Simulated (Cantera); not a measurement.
Input: 1 mol borazine, 100 mol H2, held at 2023 K and 0.0133 bar.

Cantera equilibrium calculation (NASA polynomials, part measured and part estimated; ideal gas, pure solids and liquids). Candidate condensed phases: B, BN; 15 gas species. The feed counts by its element totals alone. Mutual solubility and eutectic melting of coexisting phases are not modelled. The tables' values for BH2 are old estimates; treat these amounts as uncertain. Rates play no part.

Base state: H2 0.971, H 0.0162, N2 0.0124, BH2 0.000518, B 1.46e-5 (mole fractions); condensed: B(s) + BN(s).

Task: What changes in the equilibrium state with this change: borazine replaced by BF3?

Result: 
```json
[
 {"species": "H2", "before": "0.971", "after": "0.957"},
 {"species": "HF", "before": "0", "after": "0.0171"},
 {"species": "H", "before": "0.0162", "after": "0.0161"},
 {"species": "N2", "before": "0.0124", "after": "0"},
 {"species": "BF", "before": "0", "after": "0.00756"},
 {"species": "BF2", "before": "0", "after": "0.00175"},
 {"species": "BF3", "before": "0", "after": "0.000267"},
 {"species": "BHF2", "before": "0", "after": "0.000141"},
 {"species": "BH2", "before": "0.000518", "after": "1.16e-5"},
 {"species": "B(s), mol", "before": "2.55", "after": "0"},
 {"species": "BN(s), mol", "before": "0.393", "after": "0"}
]
```
The tables' values for BF2, BH2 are old estimates; treat these amounts as uncertain.
